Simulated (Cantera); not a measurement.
An adiabatic, constant-volume homogeneous reactor starts with CO : H₂ : CH₄ : O₂ : N₂ : H₂O = 1 : 0.032 : 0.037 : 0.246 : 0.924 : 0.5 (molar parts), at 1200 K and 1430 Torr. Integrator tolerance rtol = 1e-08.

Computed with Cantera and GRI-Mech 3.0 (53 species, 325 reactions).

What does this change do: initial temperature 1200 to 1325 K?


```
quantity                                                              before                                      after
---------------------------------  -----------------------------------------  -----------------------------------------
time of steepest temperature rise                                   0.458 ms                                   0.159 ms
temperature at 0.400 s                                                2570 K                                     2639 K
equilibrium temperature                                               2570 K                                     2639 K
x(CO) at 0.400 s                         0.229 (gas-phase equilibrium 0.229)        0.231 (gas-phase equilibrium 0.231)
x(H₂) at 0.400 s                       0.0397 (gas-phase equilibrium 0.0397)      0.0392 (gas-phase equilibrium 0.0392)
x(CH₄) at 0.400 s                  2.63e-12 (gas-phase equilibrium 2.99e-12)  1.70e-12 (gas-phase equilibrium 1.96e-12)
x(H₂O) at 0.400 s                        0.192 (gas-phase equilibrium 0.192)        0.190 (gas-phase equilibrium 0.190)
x(HO₂) at 0.400 s                    3.13e-7 (gas-phase equilibrium 3.13e-7)    6.11e-7 (gas-phase equilibrium 6.11e-7)
x(CO₂) at 0.400 s                        0.173 (gas-phase equilibrium 0.173)        0.170 (gas-phase equilibrium 0.170)
```

What does this change do: pressure from 1430 Torr to 750 Torr?


| quantity | before | after |
|---|---|---|
| time of steepest temperature rise | 0.458 ms | 0.606 ms |
| temperature at 0.400 s | 2570 K | 2551 K |
| equilibrium temperature | 2570 K | 2551 K |
| x(CO) at 0.400 s | 0.229 (gas-phase equilibrium 0.229) | 0.229 (gas-phase equilibrium 0.229) |
| x(H₂) at 0.400 s | 0.0397 (gas-phase equilibrium 0.0397) | 0.0399 (gas-phase equilibrium 0.0399) |
| x(CH₄) at 0.400 s | 2.63e-12 (gas-phase equilibrium 2.99e-12) | <1e-12 (gas-phase equilibrium <1e-12) |
| x(H₂O) at 0.400 s | 0.192 (gas-phase equilibrium 0.192) | 0.190 (gas-phase equilibrium 0.190) |
| x(HO₂) at 0.400 s | 3.13e-7 (gas-phase equilibrium 3.13e-7) | 3.53e-7 (gas-phase equilibrium 3.53e-7) |
| x(CO₂) at 0.400 s | 0.173 (gas-phase equilibrium 0.173) | 0.172 (gas-phase equilibrium 0.172) |
